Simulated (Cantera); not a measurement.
Iron carbonyl, mercury and lead vapours: HgO + N₂

A closed system holds: 1 mol HgO, 0.6 mol N₂, at 750 Torr.

These are equilibrium values from Cantera (NASA tables, ideal gas, pure condensed phases), not measurements of a reactor. Candidate condensed phases: Hg, HgO; 10 gas species. Rates play no part.

```csv
T (°C),x N₂,x Hg,x O₂,x NO,x NO₂,x O,n HgO(s)
352,0.916,0.0561,0.0281,1.69e-8,2.21e-8,<1e-12,0.963
402,0.659,0.227,0.114,1.06e-7,1.22e-7,<1e-12,0.793
452,0.286,0.476,0.238,3.10e-7,2.53e-7,<1e-12,0
502,0.286,0.476,0.238,8.25e-7,3.60e-7,<1e-12,0
552,0.286,0.476,0.238,1.95e-6,4.92e-7,<1e-12,0
602,0.286,0.476,0.238,4.17e-6,6.50e-7,1.00e-12,0
652,0.286,0.476,0.238,8.22e-6,8.32e-7,6.54e-12,0
702,0.286,0.476,0.238,1.51e-5,1.04e-6,3.52e-11,0
752,0.286,0.476,0.238,2.62e-5,1.27e-6,1.61e-10,0
802,0.286,0.476,0.238,4.32e-5,1.53e-6,6.40e-10,0
852,0.286,0.476,0.238,6.81e-5,1.81e-6,2.25e-9,0
902,0.286,0.476,0.238,0.000103,2.11e-6,7.12e-9,0
952,0.286,0.476,0.238,0.000151,2.43e-6,2.05e-8,0
1002,0.286,0.476,0.238,0.000215,2.76e-6,5.45e-8,0
```
x: gas mole fraction; n: condensed amount in mol.

From 352 °C to 402 °C the condensed part is HgO(s). From 452 °C to 1002 °C nothing is condensed. The main Hg-bearing gas is Hg throughout.
